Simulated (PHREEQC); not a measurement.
0.015 g of hydrous ferric oxide (600 m²/g; 0.2 weak and 0.005 strong sites per Fe, Dzombak-Morel constants, diffuse double layer) in 1 kg of water with 0.001 mol/kgw of an inert sodium salt and 4.4e-07 mol/kgw PbCl2, at 25 °C; the pH is set by adding NaOH or the inert anion's acid. O2 is buffered at 0.21 atm. CO2 from the air is kept out. No solid was allowed to form.

Computed with PHREEQC (ion-association model, wateq4f.dat).

```csv
pH,Pb sorbed (%),surface charge σ (C/m²),surface potential ψ (mV)
3,0.1,0.252,234
3.67,1.5,0.152,221
4.33,16.3,0.090,198
5,67.8,0.051,170
5.67,96.5,0.027,138
6.33,99.8,0.013,103
7,100.0,0.006,65
7.67,100.0,0.002,27
8.33,100.0,-0.001,-11
9,100.0,-0.004,-50
9.67,100.0,-0.010,-88
10.33,100.0,-0.022,-123
11,100.0,-0.053,-154
```

Species that the database lacks are ignored. The oxide is taken as insoluble; below pH 4 it would dissolve.
